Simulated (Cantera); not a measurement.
A closed system holds: 1 mol acetone, 0.034 mol CO₂, at 5500 Pa.

Method: chemical equilibrium by Gibbs-energy minimisation in Cantera with the NASA 1993 tables (ideal gas, pure condensed phases). Candidate condensed phases: C, C₆H₆, C₇H₈, C₈H₁₈, H₂O; 110 gas species. The feed counts by its element totals alone. Equilibrium is a limit: real reactors are often held back by kinetics, nucleation or transport.

x: gas mole fraction; n: condensed amount in mol.

```tsv
T (°C)	x H₂	x CO	x H	x C₂H₂ (acetylene)	x CH₄	x H₂O	n C(graphite)
825	0.736	0.262	9.05e-8	9.37e-9	0.00109	0.000973	1.97
975	0.737	0.262	1.71e-6	1.79e-7	0.000333	0.000164	1.97
1125	0.737	0.263	1.73e-5	1.81e-6	0.000131	4.03e-5	1.97
1275	0.737	0.263	0.000113	1.16e-5	6.13e-5	1.31e-5	1.97
1425	0.737	0.262	0.000529	5.31e-5	3.30e-5	5.19e-6	1.97
1575	0.736	0.262	0.00194	0.000189	1.96e-5	2.40e-6	1.96
1725	0.732	0.262	0.00585	0.000555	1.26e-5	1.24e-6	1.96
1875	0.723	0.261	…	…	…	…	1.95
2025	0.705	0.258	0.0343	0.00301	5.87e-6	4.20e-7	1.94
2175	0.671	0.253	…	…	…	…	1.92
2325	0.617	0.246	0.127	0.00992	2.70e-6	1.60e-7	1.88
```

Problem. Fill in the missing entries.

Solution. 
- 2175, x H: 0.0695
- 2175, x C₂H₂ (acetylene): 0.00580
- 2175, x CH₄: 4.05e-6
- 2175, x H₂O: 2.59e-7
- 1875, x H: 0.0151
- 1875, x C₂H₂ (acetylene): 0.00138
- 1875, x CH₄: 8.48e-6
- 1875, x H₂O: 7.03e-7
